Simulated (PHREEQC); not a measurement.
A solution holds 0.0043 mol HF, 0.007 mol Na2CO3 and 0.057 mol NaCl per kg of water, at 25 °C and 500 atm. Closed to the air; pH follows from the charge balance.

Model: ion-association model, phreeqc.dat, run in PHREEQC.

Q: The ionic strength comes out as 0.0716 mol/kgw. What activity coefficients do NaCO3-, CO3-2, OH-, F-, Cl- get?

A: NaCO3- 0.81, CO3-2 0.43, OH- 0.79, F- 0.79, Cl- 0.79.

Precipitation was switched off in this run. Complexes and solids missing from the database can't appear. Under pressure, the constants of complexes without a molar volume in the database are unreliable.
